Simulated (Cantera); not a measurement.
What does this Cantera script print?

```python
import numpy as np
import cantera as ct

surf = ct.Interface("ptcombust.yaml", "Pt_surf")
gas = surf.adjacent["gas"]
gas.TPX = 300, 2600, {'CH4': 0.015, 'O2': 0.16, 'N2': 0.79}
jet = ct.ImpingingJet(gas=gas, width=0.026, surface=surf)
jet.inlet.mdot, jet.inlet.T, jet.inlet.X = 0.038, 300, {'CH4': 0.015, 'O2': 0.16, 'N2': 0.79}
jet.set_refine_criteria(ratio=10, slope=0.2, curve=0.3)
show, cover = ['CH4', 'O2', 'H2O', 'OH', 'CO', 'CO2'], ["PT(S)", "H(S)", "O(S)", "OH(S)", "CO(S)", "C(S)"]

rows = []
print(f"{'Ts/K':>7s}" + "".join(f"{s:>11s}" for s in show + cover) + "   (gas at the wall, coverages)")
for i, Ts in enumerate([850, 900, 950, 1000, 1050]):
    jet.surface.T = Ts
    if i == 0:
        surf.TP = Ts, 2600
        surf.coverages = "PT(S):0.5, O(S):0.5"
        surf.advance_coverages(1.0)
        jet.set_initial_guess(products="inlet")
    jet.solve(loglevel=0, auto=(i == 0))
    rows.append([*(jet.X[gas.species_index(s), -1] for s in show), *surf[cover].coverages])
    print(f"{Ts:7g}" + "".join(f"{x:11.3e}" for x in rows[-1]))
```

It prints:

```
   Ts/K        CH4         O2        H2O         OH         CO        CO2      PT(S)       H(S)       O(S)      OH(S)      CO(S)       C(S)   (gas at the wall, coverages)
    850  1.413e-02  1.628e-01  2.638e-03  5.659e-09  4.120e-06  1.720e-03  1.759e-01  8.069e-09  8.238e-01  2.671e-04  3.220e-06  8.237e-09
    900  1.292e-02  1.602e-01  4.890e-03  2.385e-08  5.429e-06  3.196e-03  2.435e-01  2.565e-08  7.562e-01  3.260e-04  2.884e-06  1.027e-08
    950  1.149e-02  1.572e-01  7.554e-03  8.163e-08  6.698e-06  4.944e-03  3.147e-01  6.557e-08  6.849e-01  3.572e-04  2.377e-06  1.139e-08
   1000  1.003e-02  1.541e-01  1.024e-02  2.350e-07  7.960e-06  6.711e-03  3.870e-01  1.426e-07  6.126e-01  3.626e-04  1.873e-06  1.172e-08
   1050  8.710e-03  1.513e-01  1.266e-02  5.949e-07  9.275e-06  8.310e-03  4.581e-01  2.747e-07  5.415e-01  3.488e-04  1.450e-06  1.155e-08
```

Model: Deutschmann's 1995 Pt surface mechanism with GRI-Mech 3.0 gas chemistry, integrated in Cantera. Catalytic surfaces can have several steady states; this one follows from the mechanism file's or the stated starting coverage.
